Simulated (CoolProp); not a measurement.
Properties of acetone at several states (Tc = 508.1 K, pc = 4.692 MPa, ω = 0.307).

Model: reference Helmholtz-energy equation of state, Lemmon 2006, in CoolProp. It is a short technical equation, of lower accuracy than the large ones.

```tsv
T (K)	p (MPa)	phase	density (kg/m³)	expansivity (1/kK)
314.3	2.27	liquid	768.9	1.469
505.9	0.062	gas	0.8606	2.014
293.7	3.84	liquid	793.3	1.365
443.2	0.171	gas	2.761	2.469
256	5.83	liquid	834.8	1.245
```
